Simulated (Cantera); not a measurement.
Input: 1 mol B2H6, 2.6 mol N2, at 2098 K and 34.0 Pa.

Equilibrium computed with Cantera from the NASA thermochemical tables; the gas is ideal and each condensed phase is pure. Candidate condensed phases: B, BN; 15 gas species. The feed counts by its element totals alone. The tables' values for BH2 are old estimates; treat these amounts as uncertain. Equilibrium is a limit: real reactors are often held back by kinetics, nucleation or transport.

Base state: H2 0.449, N2 0.437, H 0.112, B 0.00185, BH2 0.000359, BH 3.72e-5, BN 1.94e-5 (mole fractions); condensed: B(s).

Problem. What changes in the equilibrium state with this change: temperature from 2098 K to 1075 K?

Solution. 
```tsv
species	before	after
H2	0.449	0.652
N2	0.437	0.348
H	0.112	6.43e-7
B	0.00185	<1e-9
BH2	0.000359	<1e-9
BH	3.72e-5	<1e-9
BN	1.94e-5	<1e-9
B(s), mol	1.99	0
BN(s), mol	0	2.00
```
N2 is the only nitrogen source here; it is nearly inert below about 1500 K, so the nitride shown seldom forms there in practice.
